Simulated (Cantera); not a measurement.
A perfectly stirred reactor is fed with 1.19 % H₂, 98.8 % O₂, equivalence ratio 0.0060, at 10.00 Torr; it is held at 1400 K, and followed from long to short residence time.

Computed with Cantera and GRI-Mech 3.0 (53 species, 325 reactions). Radical loss at walls, strong at low pressure, is not modelled.

One state of this run: x H₂ = 0.000113; x O₂ = 0.979; x H₂O = 0.0109; x OH = 0.00147; x H₂O₂ = 1.18e-8; x H = 0.000296. x: mole fraction; the columns are a selection and need not sum to one.

Question: Which value of τ (s) does it belong to?
A) 1.4
B) 0.0075
C) 0.10
D) 0.0020

Answer: C, 0.10
